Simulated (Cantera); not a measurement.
**Thermodynamics of metals in furnace atmospheres, feed Pb + O₂ + CO**

Feed: 1 mol Pb, 2 mol O₂, 0.45 mol CO, at 1773 K.

Method: chemical equilibrium by Gibbs-energy minimisation in Cantera with the NASA 1993 tables (ideal gas, pure condensed phases). Candidate condensed phases: C, Pb, PbO, PbO₂, Pb₃O₄; 15 gas species. Gases not in the tables: (PbO)n polymers. Kinetics and transport are ignored.

From 0.000100 bar to 0.130 bar nothing is condensed. From 0.820 bar to 30.0 bar the condensed part is PbO(l).

```
P (Pa)    x O₂    x PbO  x CO₂      x Pb       x O      x CO     x Pb₂      x O₃  n PbO(l)
-------  -----  -------  -----  --------  --------  --------  --------  --------  --------
10       0.529   0.0752  0.141     0.245   0.00683   0.00301   4.77e-8  7.20e-11         0
61       0.517    0.142  0.148     0.190   0.00273   0.00129   1.74e-7  1.72e-10         0
370      0.500    0.222  0.154     0.122   0.00109  0.000556   4.39e-7  4.02e-10         0
2200     0.485    0.288  0.159    0.0662  0.000441  0.000239   7.65e-7  9.38e-10         0
13000    0.476    0.330  0.162    0.0314  0.000180  0.000101   1.02e-6   2.22e-9         0
82000    0.591    0.195  0.207   0.00664   7.97e-5   4.61e-5   2.87e-7   7.70e-9     0.563
500000   0.715   0.0320  0.252  0.000401   3.55e-5   2.07e-5   6.37e-9   2.53e-8     0.942
3000000  0.735  0.00533  0.259   2.69e-5   1.47e-5   8.56e-6  1.72e-10   6.46e-8     0.991
```
x: gas mole fraction; n: condensed amount in mol.
